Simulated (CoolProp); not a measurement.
Vapour-liquid equilibrium of ethanol (1) + cyclohexane (2) at 1310 kPa; x and y are mole fractions of (1).

Computed with CoolProp (multi-fluid Helmholtz-energy mixture model, Schroeder 2014 and Zhou 2014; pair parameters Bell 2016).

| x | bubble temperature, mixture model (K) | bubble temperature, Raoult's law (K) | y, mixture model | y, Raoult's law |
|---|---|---|---|---|
| 0.05 | 459.5 | 467.9 | 0.178 | 0.103 |
| 0.15 | 445.7 | 461.9 | 0.379 | 0.273 |
| 0.25 | 439.0 | 456.9 | 0.481 | 0.410 |
| 0.35 | 435.5 | 452.7 | 0.543 | 0.524 |
| 0.45 | 433.5 | 449.0 | 0.589 | 0.622 |
| 0.55 | 432.3 | 445.8 | 0.632 | 0.708 |
| 0.65 | 431.6 | 443.0 | 0.679 | 0.784 |
| 0.75 | 431.5 | 440.4 | 0.739 | 0.853 |
| 0.85 | 432.2 | 438.0 | 0.819 | 0.916 |
| 0.95 | 433.7 | 435.9 | 0.931 | 0.973 |

The largest gap from Raoult's law is -17.9 K in bubble temperature, at x = 0.25. y crosses x between x = 0.65 and 0.75: the model has an azeotrope there.

Pair parameters are fitted to limited data, so mixtures are less certain than the pure fluids.
